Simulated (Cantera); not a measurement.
## Stirred combustor or abatement burner

A perfectly stirred reactor is fed with CO : H2 : O2 : N2 : H2O = 1 : 0.2 : 1.46 : 7.17 : 0.45 (molar parts), at 2.60 bar; it is adiabatic with a 775 K inlet, and is followed from long to short residence time, starting on the burning branch (τ in s: 0.093, 0.043, 0.02, 0.0093, 0.0043, 0.002, 0.00093, 0.00043, 0.0002, 9.3e-05, 4.3e-05, 2e-05, 9.3e-06).

Detailed kinetics in Cantera: GRI-Mech 3.0 (53 species, 325 reactions). The hydrogen kinetics of GRI-Mech 3.0 are dated; newer H2 mechanisms differ, most at raised pressure.

```
τ (s)    T (K)      x CO      x H2    x O2       x O    x N2O       x H
-------  -----  --------  --------  ------  --------  -------  --------
0.093     1700  0.000397   2.84e-5  0.0889   6.49e-5  9.80e-7   3.72e-6
0.043     1697  0.000667   4.67e-5  0.0889  0.000106  1.34e-6   7.79e-6
0.020     1693   0.00111   7.67e-5  0.0891  0.000175  1.68e-6   1.64e-5
0.0093    1685   0.00186  0.000126  0.0893  0.000287  1.87e-6   3.43e-5
0.0043    1673   0.00313  0.000205  0.0898  0.000468  1.87e-6   7.15e-5
0.0020    1653   0.00525  0.000328  0.0906  0.000746  1.71e-6  0.000145
0.00093   1620   0.00892  0.000515  0.0921   0.00115  1.47e-6  0.000280
0.00043   1562    0.0158  0.000791  0.0951   0.00163  1.21e-6  0.000494
0.00020   1412    0.0352   0.00137   0.104   0.00164  8.10e-7  0.000597
9.3e-5     775    0.0973    0.0195   0.142    <1e-12   <1e-12    <1e-12
4.3e-5     775    0.0973    0.0195   0.142    <1e-12   <1e-12    <1e-12
2.0e-5     775    0.0973    0.0195   0.142    <1e-12   <1e-12    <1e-12
9.3e-6     775    0.0973    0.0195   0.142    <1e-12   <1e-12    <1e-12
```
x: mole fraction; the columns are a selection and need not sum to one.
